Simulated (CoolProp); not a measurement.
A single-stage vapour-compression cycle with the fluid: evaporating at 232.15 K (dew point), condensing at 290.15 K (bubble point), superheat 5 K, subcooling 5 K, compressor efficiency 0.7, no pressure losses. The same conditions are run with several fluids, on thermodynamics alone (safety and materials aside).

The numbers come from the reference Helmholtz-energy equation of state of each fluid (n-perfluorobutane: Gao 2022; R115: Lemmon 2016; R22: Kamei 1995; CH2F2 (R32): Tillner-Roth 1997; nitrous oxide: Lemmon 2006; R152A: Outcalt 1996) in CoolProp.

```
fluid              cooling COP  pressure ratio  discharge temperature (K)  refrigerating effect (kJ/kg)  volumetric capacity (kJ/m³)
-----------------  -----------  --------------  -------------------------  ----------------------------  ---------------------------
n-perfluorobutane         1.84            13.5                      290.1                          55.9                          103
R115                      2.05            7.79                      302.2                          76.8                          584
R22                       2.26            8.33                      364.4                           176                          803
CH2F2 (R32)               2.18            8.00                      396.5                           285                         1340
nitrous oxide       (withheld)      (withheld)                 (withheld)                           209                         4770
R152A                     2.31            10.4                      354.3                           261                          401
```

**Question.** Some entries are withheld; supply them.

**Answer.** 
- nitrous oxide, cooling COP: 1.88
- nitrous oxide, pressure ratio: 5.21
- nitrous oxide, discharge temperature (K): 379.4

The compression ends wet for: n-perfluorobutane.
